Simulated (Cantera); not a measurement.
A closed system holds: 1 mol Si, 0.056 mol CO₂, 13 mol N₂, equilibrated at 6.30e-5 bar.

Method: chemical equilibrium by Gibbs-energy minimisation in Cantera with the NASA 1993 tables (ideal gas, pure condensed phases). Candidate condensed phases: C, Si, SiC, SiO₂, Si₂N₂O, Si₃N₄; 34 gas species. N₂ is the only nitrogen source here; it is nearly inert below about 1500 K, so the nitride shown seldom forms there in practice. Mutual solubility and eutectic melting of coexisting phases are not modelled. Equilibrium is a limit: real reactors are often held back by kinetics, nucleation or transport.

Question: Which condensed phases are stable at each of these points (T (K)): 1048, 1148, 1248, 1348, 1448, 1548, 1648, 1748, 1848, 1948?

Answer: 
```
T (K)                    condensed phases  Si condensed (%)
-----  ----------------------------------  ----------------
1048   C(graphite) + Si₂N₂O(s) + Si₃N₄(s)             100.0
1148        SiC(s) + Si₂N₂O(s) + Si₃N₄(s)             100.0
1248        SiC(s) + Si₂N₂O(s) + Si₃N₄(s)             100.0
1348        SiC(s) + Si₂N₂O(s) + Si₃N₄(s)              99.9
1448        SiC(s) + Si₂N₂O(s) + Si₃N₄(s)              97.0
1548                       Si(s) + SiC(s)              88.5
1648                       Si(s) + SiC(s)              83.7
1748                       Si(l) + SiC(s)              57.1
1848                               SiC(s)               1.4
1948                             gas only               0.0
```

At 1048 K the condensed part is C(graphite) + Si₂N₂O(s) + Si₃N₄(s). From 1148 K to 1448 K the condensed part is SiC(s) + Si₂N₂O(s) + Si₃N₄(s). From 1548 K to 1648 K the condensed part is Si(s) + SiC(s). At 1748 K the condensed part is Si(l) + SiC(s). At 1848 K the condensed part is SiC(s). At 1948 K nothing is condensed.
